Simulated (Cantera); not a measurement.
Premixed flame

A freely propagating, adiabatic, planar premixed flame of 36.7 % H2, 16.7 % O2, 46.6 % N2, equivalence ratio 1.1, unburnt at 550 K and 5.00 bar; multicomponent+Soret transport, grid criteria slope 0.08 and curve 0.16, no radiation.

Detailed kinetics in Cantera: the H2/O2 subset of GRI-Mech 3.0, which has no nitrogen chemistry. The hydrogen kinetics of GRI-Mech 3.0 are dated; newer H2 mechanisms differ, most at raised pressure. Burning velocities carry a grid error of a few per cent, more on coarse grids.

```
z (mm)   T (K)  u (m/s)    x H2     x O2    x H2O       x O     x OH     x HO2
-------  -----  -------  ------  -------  -------  --------  -------  --------
-0.153     550     8.21   0.367    0.167    <1e-8     <1e-8    <1e-8     <1e-8
-0.102     550     8.21   0.367    0.167    <1e-8     <1e-8    <1e-8     <1e-8
-0.0766    550     8.21   0.367    0.167  1.32e-7     <1e-8    <1e-8   3.20e-8
-0.0511    550     8.20   0.366    0.167  3.36e-6   2.96e-8    <1e-8   1.06e-6
-0.0255    579     8.37   0.343    0.173  0.00114   7.81e-6  3.34e-5  0.000406
-0.0128    888     12.2   0.291    0.168   0.0295  0.000440  0.00153  0.000979
0         1426     19.1   0.196    0.121    0.128   0.00483  0.00539  0.000425
0.0128    1800     24.0   0.111   0.0606    0.234    0.0101   0.0140  0.000181
0.0255    1997     26.4  0.0795   0.0332    0.280    0.0115   0.0205   8.58e-5
0.0511    2197     28.8  0.0692   0.0210    0.304    0.0102   0.0246   4.31e-5
0.102     2389     31.0  0.0652   0.0158    0.322   0.00725   0.0249   2.44e-5
0.204     2556     32.7  0.0595   0.0114    0.340   0.00459   0.0229   1.38e-5
0.409     2681     34.0  0.0535  0.00795    0.355   0.00280   0.0197   8.26e-6
```
x: mole fraction of selected species; z is measured from the peak of heat release.

The laminar burning velocity is 821 cm/s and the thermal thickness is 0.0511 mm. The peak x(O) is 0.0115. The peak x(OH) is 0.0252. The peak x(HO2) is 0.00119. The grid points comes out as 107.
